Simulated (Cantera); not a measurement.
A freely propagating, adiabatic, planar premixed flame of CH4 : C2H6 : C3H8 : O2 : N2 = 1 : 0.24 : 0.36 : 3.31 : 14.9 (molar parts), unburnt at 623 K and 140000 Pa; mixture-averaged transport, grid criteria slope 0.08 and curve 0.16, no radiation.

Computed with Cantera and GRI-Mech 3.0 (53 species, 325 reactions). GRI-Mech 3.0 was tuned for natural gas; its chemistry of propane as a main component is partial and can be far from experiment. Burning velocities carry a grid error of a few per cent, more on coarse grids.

How do the results move with these cheaper or finer settings: unity-Lewis-number transport; multicomponent transport; multicomponent+Soret transport; grid criteria slope 0.5, curve 1; grid criteria slope 0.25, curve 0.5; grid criteria slope 0.03, curve 0.06?


```tsv
setting	laminar burning velocity	thermal thickness	peak x(H2)	peak x(CH2CO)	grid points
as above	64.5 cm/s	0.373 mm	0.0506	0.00102	137
unity-Lewis-number transport	44.6 cm/s	0.470 mm	0.0489	0.000602	137
multicomponent transport	64.4 cm/s	0.378 mm	0.0507	0.00103	138
multicomponent+Soret transport	64.8 cm/s	0.371 mm	0.0501	0.00103	138
grid criteria slope 0.5, curve 1	75.5 cm/s	0.412 mm	0.0519	0.00106	33
grid criteria slope 0.25, curve 0.5	68.7 cm/s	0.385 mm	0.0503	0.00102	57
grid criteria slope 0.03, curve 0.06	63.9 cm/s	0.368 mm	0.0500	0.00102	335
```
The base run took roughly 14 core-seconds.
Unity Lewis numbers drop preferential diffusion, which matters most where H2 and H carry the flame; Soret adds thermal diffusion.
